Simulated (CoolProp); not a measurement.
R227EA along the isobar 1930 kPa: Z from the reference equation and from simpler models built on Tc = 374.9 K, pc = 2925 kPa, ω = 0.358; each cubic takes its own stable root.

The numbers come from the reference Helmholtz-energy equation of state, Lemmon 2016 in CoolProp.

```csv
T (K),phase,reference
290.7,liquid,0.09500
300.5,liquid,0.09452
310.2,liquid,0.09442
319.9,liquid,0.09477
329.6,liquid,0.09571
339.4,liquid,0.09757
349.1,liquid,0.1010
358.8,gas,0.6322
368.6,gas,0.6915
378.3,gas,0.7332
388,gas,0.7656
397.8,gas,0.7922
407.5,gas,0.8141
```

### Question
How far does each simpler model (van der Waals, Redlich-Kwong, Soave-Redlich-Kwong, Peng-Robinson) lie from the reference over these 13 states: mean and median of the absolute difference, and the worst?

### Answer
- van der Waals: mean 113.2 %, median 65.1 %, worst +569.1 % at 349.1 K and 1930 kPa
- Redlich-Kwong: mean 48.7 %, median 16.4 %, worst +503.6 % at 349.1 K and 1930 kPa
- Soave-Redlich-Kwong: mean 7.5 %, median 9.6 %, worst +19.2 % at 349.1 K and 1930 kPa
- Peng-Robinson: mean 2.3 %, median 2.3 %, worst +5.5 % at 349.1 K and 1930 kPa

At some of these states van der Waals, Redlich-Kwong gives the other phase, because its saturation line lies elsewhere.
